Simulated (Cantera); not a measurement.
Equilibrium for fluorocarbon and chlorocarbon gases: CHF₃ + F₂

Feed: 1 mol CHF₃, 1.9 mol F₂, at 10.0 mbar.

These are equilibrium values from Cantera (NASA tables, ideal gas, pure condensed phases), not measurements of a reactor. Candidate condensed phases: C, C₆H₆, C₇H₈, C₈H₁₈; 95 gas species. The numbers say what is thermodynamically allowed, not how fast it happens.

```json
[
 {"T (K)": "2750", "x F": "0.682", "x HF": "0.162", "x CF₂": "0.107", "x CF": "0.0446", "x H": "0.000420", "x C": "0.000378", "x C₃": "0.00169", "n C(graphite)": "0.0255"},
 {"T (K)": "2850", "x F": "0.711", "x HF": "0.155", "x CF₂": "0.0664", "x CF": "0.0592", "x H": "0.000957", "x C": "0.00113", "x C₃": "0.00578", "n C(graphite)": "0.0631"},
 {"T (K)": "2950", "x F": "0.729", "x HF": "0.148", "x CF₂": "0.0368", "x CF": "0.0676", "x H": "0.00209", "x C": "0.00278", "x C₃": "0.0128", "n C(graphite)": "0"},
 {"T (K)": "3050", "x F": "0.746", "x HF": "0.141", "x CF₂": "0.0180", "x CF": "0.0653", "x H": "0.00431", "x C": "0.00553", "x C₃": "0.0168", "n C(graphite)": "0"},
 {"T (K)": "3150", "x F": "0.757", "x HF": "0.134", "x CF₂": "0.00867", "x CF": "0.0596", "x H": "0.00850", "x C": "0.00998", "x C₃": "0.0185", "n C(graphite)": "0"},
 {"T (K)": "3250", "x F": "0.764", "x HF": "0.124", "x CF₂": "0.00416", "x CF": "0.0525", "x H": "0.0157", "x C": "0.0168", "x C₃": "0.0182", "n C(graphite)": "0"},
 {"T (K)": "3350", "x F": "0.767", "x HF": "0.109", "x CF₂": "0.00201", "x CF": "0.0449", "x H": "0.0267", "x C": "0.0265", "x C₃": "0.0163", "n C(graphite)": "0"},
 {"T (K)": "3450", "x F": "0.770", "x HF": "0.0909", "x CF₂": "0.000967", "x CF": "0.0373", "x H": "0.0412", "x C": "0.0391", "x C₃": "0.0130", "n C(graphite)": "0"}
]
```
x: gas mole fraction; n: condensed amount in mol.

From 2750 K to 2850 K the condensed part is C(graphite). From 2950 K to 3450 K nothing is condensed. The main C-bearing gas is CF₂ at 2750 K and C at 3450 K.
